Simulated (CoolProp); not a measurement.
The fluid at 363.34 K and 6.18 MPa is throttled through a valve to 3.53 MPa with no heat exchange. The same conditions are run with several fluids, on thermodynamics alone (safety and materials aside).

Computed with CoolProp (reference Helmholtz-energy equation of state of each fluid (C3F8 (R218): Lemmon 2006; R507A: Lemmon 2003; CH2F2 (R32): Tillner-Roth 1997; CH3F (R41): Lemmon 2006; oxygen: Schmidt 1985)). Blends and air are pseudo-pure fits.

```tsv
fluid	temperature change (K)	final phase	final density (kg/m³)
C3F8 (R218)	-8.1	___	799
R507A	___	___	___
CH2F2 (R32)	___	two-phase, vapour fraction 0.990	116
CH3F (R41)	___	gas	54.6
oxygen	-4.3	gas	38.0
```

Question: Fill in the missing entries.

Answer: 
- C3F8 (R218), final phase: supercritical
- R507A, temperature change (K): -21.8
- R507A, final phase: two-phase, vapour fraction 0.713
- R507A, final density (kg/m³): 379
- CH2F2 (R32), temperature change (K): -35.1
- CH3F (R41), temperature change (K): -26.8

Above 300 K oxygen's equation is extrapolated.
